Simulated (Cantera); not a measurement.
Adiabatic ignition

An adiabatic, constant-volume homogeneous reactor starts with CH₃OH : O₂ : N₂ = 1 : 0.75 : 2.82 (molar parts), equivalence ratio 2.0, at 1023 K and 2400000 Pa.

Model: GRI-Mech 3.0 (53 species, 325 reactions), integrated in Cantera. GRI-Mech 3.0 was tuned for natural gas; its chemistry of methanol as a main component is partial and can be far from experiment. The pressure lies above the range GRI-Mech 3.0 was tuned for (to about 10 atm).

| t (s) | T (K) | P (bar) | x CH₃OH | x O₂ | x CO₂ | x H₂O₂ | x CO |
|---|---|---|---|---|---|---|---|
| 3.00e-6 | 1023 | 24.0 | 0.219 | 0.164 | 3.21e-11 | <1e-12 | 1.00e-10 |
| 1.15e-5 | 1023 | 24.0 | 0.219 | 0.164 | 1.23e-10 | <1e-12 | 3.84e-10 |
| 4.42e-5 | 1023 | 24.0 | 0.219 | 0.164 | 4.73e-10 | <1e-12 | 1.48e-9 |
| 0.000170 | 1023 | 24.0 | 0.219 | 0.164 | 1.82e-9 | 2.12e-11 | 5.70e-9 |
| 0.000651 | 1023 | 24.0 | 0.219 | 0.164 | 6.97e-9 | 9.70e-10 | 2.23e-8 |
| 0.00250 | 1023 | 24.0 | 0.219 | 0.164 | 2.68e-8 | 2.74e-8 | 9.44e-8 |
| 0.00960 | 1023 | 24.0 | 0.219 | 0.164 | 1.04e-7 | 5.79e-7 | 8.51e-7 |
| 0.0368 | 2593 | 77.5 | 1.65e-10 | 3.51e-6 | 0.0373 | 3.09e-8 | 0.134 |
| 0.141 | 2593 | 77.5 | 1.65e-10 | 3.51e-6 | 0.0373 | 3.09e-8 | 0.134 |
| 0.543 | 2593 | 77.5 | 1.65e-10 | 3.51e-6 | 0.0373 | 3.09e-8 | 0.134 |
| 2.08 | 2593 | 77.5 | 1.65e-10 | 3.51e-6 | 0.0373 | 3.09e-8 | 0.134 |
| 8.00 | 2593 | 77.5 | 1.65e-10 | 3.51e-6 | 0.0373 | 3.09e-8 | 0.134 |
x: mole fraction; the columns are a selection and need not sum to one.

* **time of steepest temperature rise**: 23.8 ms
* **temperature at 8.00 s**: 2593 K
* **equilibrium temperature**: 2593 K
* **x(CH₃OH) at 8.00 s**: 1.65e-10 (gas-phase equilibrium 1.69e-10)
* **x(O₂) at 8.00 s**: 3.51e-6 (gas-phase equilibrium 3.51e-6)
* **x(CO₂) at 8.00 s**: 0.0373 (gas-phase equilibrium 0.0373)
